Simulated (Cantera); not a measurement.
A closed system holds: 1 mol SiO₂, a varied amount of C, 8.5 mol N₂, held at 2300 °C and 2850 Torr.

Cantera equilibrium calculation (NASA polynomials, part measured and part estimated; ideal gas, pure solids and liquids). Candidate condensed phases: C, Si, SiC, SiO₂, Si₂N₂O, Si₃N₄; 34 gas species. Mutual solubility and eutectic melting of coexisting phases are not modelled. The tables hold silica as quartz up to 1696 K and as liquid above; real silica turns to tridymite and cristobalite and melts near 1996 K. Equilibrium is a limit: real reactors are often held back by kinetics, nucleation or transport.

Task: What share of the Si ends up in condensed phases as a function of n(C) (mol), at 0.45, 0.57, 0.72, 0.92, 1.2, 1.5, 1.9, 2.4, 3.1?

Result: 
```csv
n(C) (mol),Si condensed (%),as
0.45,52.4,SiO₂(l)
0.57,40.3,SiO₂(l)
0.72,25.2,SiO₂(l)
0.92,5.1,SiO₂(l)
1.2,16.0,Si(l)
1.5,45.3,Si(l)
1.9,46.9,Si(l) + SiC(s)
2.4,68.3,SiC(s)
3.1,93.7,SiC(s)
```
